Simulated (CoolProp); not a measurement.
Properties of 1-butene along the isobar 134 bar.

The numbers come from the reference Helmholtz-energy equation of state, Lemmon 2005 in CoolProp. It is a short technical equation, of lower accuracy than the large ones.

```
T (K)          phase       Z  cp (kJ/(kg K))  expansivity (1/kK)
-----  -------------  ------  --------------  ------------------
399.8         liquid  0.4630           2.718               2.838
417.7         liquid  0.4678           2.830                   ?
435.6  supercritical  0.4772           2.952               3.702
453.5  supercritical  0.4923           3.078               4.274
471.4  supercritical  0.5141           3.197               4.894
489.2  supercritical  0.5432               ?               5.433
507.1  supercritical       ?           3.334               5.720
525    supercritical  0.6198           3.324               5.655
```

### Question
What belongs in the gaps?

### Answer

- 417.7, expansivity (1/kK): 3.224
- 489.2, cp (kJ/(kg K)): 3.290
- 507.1, Z: 0.5793
